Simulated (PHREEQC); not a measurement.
Solution (30 °C): 1.4 mol HBr and 0.00018 mol CuCl2 per kg of water. Closed to the air; pH follows from the charge balance.

Model: ion-association model, phreeqc.dat, run in PHREEQC.

Precipitation was switched off in this run.

Question: What pH does the model give?

Answer: pH -0.01.

The ionic strength is past about 0.7 mol/kgw, beyond the range of this activity model, so the values are rough.
